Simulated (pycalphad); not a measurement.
CALPHAD calculation (pycalphad, COST 507 light-alloy database (1999)), 1 atm. The data set is of 1999 and partly superseded. Amounts are mole fractions of atoms.

Task: Give the equilibrium state of Si-35.9Mg (at.%) at 527 °C.

Result: MG2SI, fraction 0.538, with 66.7 Mg at.%; DIAMOND_A4, fraction 0.462, with no Mg at.%.

Task: Give the equilibrium state of Si-35.9Mg (at.%) at 1077 °C.

Result: 
```
T = 1350.00 K, P = 101325 Pa, N = 1 mol of atoms
G = -67816 J/mol, H = 40878 J/mol, S = 80.51 J/(mol K)  (SER reference)
chemical potentials (J/mol): Si -48424, Mg -102440
phase             fraction      x(Si)      x(Mg)
LIQUID              0.9239     0.6114     0.3886
DIAMOND_A4          0.0761     1.0000       none
```

Database names, with the compositions (at.%) that they take in these runs: MG2SI: Mg 67 Si 33. DIAMOND_A4 is diamond (Si). An entry "none" or "no" means that the model of the phase leaves that element out.
